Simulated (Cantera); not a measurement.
Input (Python, Cantera):

```python
import numpy as np
import cantera as ct

gas = ct.Solution("gri30.yaml")
gas.TPX = 575, 94000, {'CH4': 1.3, 'H2': 0.52, 'O2': 3.42, 'N2': 12.9}
flame = ct.FreeFlame(gas, width=0.042)
flame.set_refine_criteria(ratio=3, slope=0.08, curve=0.16)
flame.transport_model = "mixture-averaged"
flame.solve(loglevel=0, auto=True)
z, T = flame.grid, flame.T
thick = (T[-1] - T[0]) / np.gradient(T, z).max()
show = ['CH4', 'H2', 'O2', 'HCO', 'H2O', 'NO2']
print(f"laminar burning velocity  {flame.velocity[0] * 100:.3f} cm/s")
print(f"burnt temperature         {T[-1]:.1f} K")
print(f"thermal thickness         {thick * 1e3:.4f} mm")
print(f"grid points               {len(z)}")
z0 = z[flame.heat_release_rate.argmax()]
print(f"{'z/mm':>9s}{'T/K':>9s}{'u/(m/s)':>9s}" + "".join(f"{s:>11s}" for s in show))
rows = []
for k in (-3, -2, -1.5, -1, -0.5, -0.25, 0, 0.25, 0.5, 1, 2, 4, 8):
    zz = z0 + k * thick
    rows.append([k * thick, np.interp(zz, z, T), np.interp(zz, z, flame.velocity),
                 *(np.interp(zz, z, flame.X[gas.species_index(s)]) for s in show)])
    print(f"{rows[-1][0] * 1e3:9.3f}{rows[-1][1]:9.1f}{rows[-1][2]:9.3f}" + "".join(f"{x:11.3e}" for x in rows[-1][3:]))
```

It prints:

```
laminar burning velocity  130.899 cm/s
burnt temperature         2240.7 K
thermal thickness         0.3495 mm
grid points               143
     z/mm      T/K  u/(m/s)        CH4         H2         O2        HCO        H2O        NO2
   -1.048    575.1    1.309  7.167e-02  2.850e-02  1.886e-01  3.194e-18  1.759e-05  1.117e-11
   -0.699    576.1    1.311  7.165e-02  2.814e-02  1.886e-01  2.632e-15  1.724e-04  1.752e-10
   -0.524    580.7    1.321  7.143e-02  2.765e-02  1.884e-01  8.218e-13  8.614e-04  1.304e-09
   -0.349    615.2    1.400  6.968e-02  2.659e-02  1.866e-01  4.032e-10  5.461e-03  1.076e-08
   -0.175    906.4    2.074  5.411e-02  2.458e-02  1.654e-01  5.084e-07  3.892e-02  1.608e-08
   -0.087   1274.5    2.937  3.201e-02  2.315e-02  1.314e-01  1.201e-05  7.929e-02  7.368e-09
    0.000   1645.9    3.819  8.608e-03  1.943e-02  8.725e-02  5.533e-05  1.222e-01  3.542e-09
    0.087   1808.8    4.200  7.779e-04  1.333e-02  5.971e-02  2.033e-05  1.435e-01  1.728e-09
    0.175   1860.8    4.308  3.783e-05  1.021e-02  4.959e-02  1.506e-06  1.487e-01  1.915e-09
    0.349   1922.3    4.425  1.467e-07  9.074e-03  4.380e-02  4.052e-08  1.504e-01  2.520e-09
    0.699   2000.8    4.580  5.328e-12  7.990e-03  4.026e-02  1.664e-08  1.535e-01  3.700e-09
    1.398   2084.4    4.746  2.080e-17  6.004e-03  3.760e-02  6.926e-09  1.587e-01  6.391e-09
    2.796   2157.4    4.889  3.744e-18  3.931e-03  3.530e-02  2.248e-09  1.636e-01  1.253e-08
```

Model: GRI-Mech 3.0 (53 species, 325 reactions), integrated in Cantera. Burning velocities carry a grid error of a few per cent, more on coarse grids.
